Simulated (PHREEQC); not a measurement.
Solution (20 °C and 50 atm): 0.01 mol HF, 0.00012 mol KF, 0.00053 mol (NH4)2SiF6 and 0.12 mol H3PO4 per kg of water. Closed to the air; pH follows from the charge balance.

All values are PHREEQC results (ion-association model, phreeqc.dat), not measurements.

- pH: 1.58
- ionic strength: 0.0319 mol/kgw
- specific conductance: 9200 µS/cm
- total alkalinity: -132 meq/kg

```json
[
 {"species": "H3PO4", "molality": "0.0901", "activity": "0.0907", "log γ": "0.003"},
 {"species": "H+", "molality": "0.0301", "activity": "0.0263", "log γ": "-0.059"},
 {"species": "H2PO4-", "molality": "0.0299", "activity": "0.0256", "log γ": "-0.068"},
 {"species": "HF", "molality": "0.00977", "activity": "0.00984", "log γ": "0.003"},
 {"species": "NH4+", "molality": "0.00106", "activity": "0.000885", "log γ": "-0.079"},
 {"species": "SiF6-2", "molality": "0.000529", "activity": "0.000279", "log γ": "-0.279"},
 {"species": "F-", "molality": "0.000333", "activity": "0.000280", "log γ": "-0.075"},
 {"species": "K+", "molality": "0.000120", "activity": "0.000101", "log γ": "-0.074"},
 {"species": "HF2-", "molality": "1.17e-5", "activity": "9.92e-6", "log γ": "-0.072"},
 {"species": "H4SiO4", "molality": "5.62e-7", "activity": "5.66e-7", "log γ": "0.003"},
 {"species": "HPO4-2", "molality": "1.17e-7", "activity": "6.18e-8", "log γ": "-0.279"}
]
```

This is a speciation only: nothing precipitates in the calculation. Complexes and solids missing from the database can't appear. Under pressure, the constants of complexes without a molar volume in the database are unreliable. SiF6-2 is the database's only silicon fluoride.
